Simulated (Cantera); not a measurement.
Input (Python, Cantera):

```python
import numpy as np
import cantera as ct

gas = ct.Solution("gri30.yaml")
gas.TP = 300, 101325
flame = ct.CounterflowDiffusionFlame(gas, width=0.02)
flame.fuel_inlet.X, flame.fuel_inlet.T = {'C3H8': 1, 'N2': 1.8}, 600
flame.oxidizer_inlet.X, flame.oxidizer_inlet.T = {'O2': 0.26, 'N2': 0.74}, 700
flame.set_refine_criteria(ratio=3, slope=0.12, curve=0.24, prune=0.03)
show = ['OH', 'H', 'NO', 'CO', 'C2H2']

rows = []
print(f"{'mdot':>8s}{'a_max':>10s}{'a_mean':>10s}{'Tmax/K':>9s}" + "".join(f"{s:>11s}" for s in show) + "   (peak mole fractions)")
for i, mdot in enumerate([0.25, 0.34, 0.46, 0.63, 0.85, 1.1, 1.5, 2.1, 2.8, 3.8]):  # kg/m2/s on the oxidiser side
    flame.oxidizer_inlet.mdot, flame.fuel_inlet.mdot = mdot, 1.2 * mdot
    flame.solve(loglevel=0, auto=(i == 0))
    if flame.T.max() < max(600, 700) + 100:
        print(f"{mdot:8.3g}  no burning solution found from the previous one")
        break
    dT = np.abs(np.gradient(flame.T, flame.grid))
    rows.append([flame.strain_rate("max"), flame.strain_rate("mean"), flame.T.max(),
                 *(flame.X[gas.species_index(s)].max() for s in show), max(dT[0], dT[-1]) / dT.max()])
    print(f"{mdot:8.3g}{rows[-1][0]:10.1f}{rows[-1][1]:10.1f}{rows[-1][2]:9.1f}" + "".join(f"{x:11.3e}" for x in rows[-1][3:-1]))
```

Result:

```
    mdot     a_max    a_mean   Tmax/K         OH          H         NO         CO       C2H2   (peak mole fractions)
    0.25     216.1      46.6   2273.5  1.122e-02  5.230e-03  5.318e-04  8.727e-02  4.212e-02
    0.34     287.4      63.4   2252.4  1.128e-02  5.543e-03  4.918e-04  8.628e-02  4.088e-02
    0.46     380.6      85.7   2232.4  1.129e-02  5.849e-03  4.557e-04  8.526e-02  3.956e-02
    0.63     510.5     117.4   2211.6  1.122e-02  6.160e-03  4.192e-04  8.420e-02  3.811e-02
    0.85     675.4     158.4   2192.0  1.112e-02  6.447e-03  3.847e-04  8.325e-02  3.668e-02
     1.1     859.8     205.0   2175.0  1.101e-02  6.685e-03  3.544e-04  8.249e-02  3.537e-02
     1.5    1150.3     279.6   2156.0  1.088e-02  6.975e-03  3.177e-04  8.180e-02  3.378e-02
     2.1    1575.2     391.4   2130.9  1.059e-02  7.211e-03  2.728e-04  8.107e-02  3.170e-02
     2.8    2057.9     521.8   2107.3  1.026e-02  7.363e-03  2.326e-04  8.077e-02  2.967e-02
     3.8    2732.9     708.2   2080.2  9.841e-03  7.449e-03  1.894e-04  8.080e-02  2.731e-02
```

Cantera simulation using GRI-Mech 3.0 (53 species, 325 reactions); the numbers are that mechanism's predictions, not measurements. GRI-Mech 3.0 was tuned for natural gas; its chemistry of propane as a main component is partial and can be far from experiment. GRI-Mech 3.0 has no aromatics or soot, which form on the fuel side of real flames. The maximum strain rate includes the flame's own expansion and is several times the mean.
